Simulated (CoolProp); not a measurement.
Vapour-liquid equilibrium of R134a (1) + isobutane (2) at 1010 kPa; x and y are mole fractions of (1).

Values from CoolProp's multi-fluid Helmholtz-energy mixture model, Tillner-Roth 1994 and Bücker 2006; pair parameters Bell 2016.

### Question
Give the bubble temperature and the first vapour's composition at x = 0.05, 0.65, 0.85. Is there an azeotrope?

### Answer
x = 0.05: 58.4 °C, y = 0.177; x = 0.65: 35.6 °C, y = 0.691; x = 0.85: 36.0 °C, y = 0.808. y crosses x between x = 0.65 and 0.75: the model has an azeotrope there.

The pair parameters rest on a limited set of measurements; away from them the model extrapolates. With so large a gap from Raoult's law the liquid may split in two, which this calculation doesn't test in full.
